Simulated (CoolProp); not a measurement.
A closed Brayton cycle with carbon dioxide: compressor inlet 317.15 K and 10 MPa, high pressure 28.1 MPa, turbine inlet 815 K, compressor efficiency 0.85, turbine efficiency 0.9, recuperator effectiveness 0.8 (on enthalpy, no pinch check). Each further row changes one setting.

The numbers come from the reference Helmholtz-energy equation of state, Span 1996 in CoolProp.

```tsv
case	thermal efficiency (%)	net work (kJ/kg)	compressor to turbine work	compressor exit (K)	turbine exit (K)
as stated	30.4	99.4	0.26	363.0	691.6
turbine inlet 765 K	29.3	89.9	0.28	363.0	646.0
compressor inlet 327.15 K	29.4	86.3	0.35	400.4	691.6
high pressure 23.9 MPa	28.3	87.2	0.24	355.2	710.5
recuperator effectiveness 0.5	22.3	99.4	0.26	363.0	691.6
```
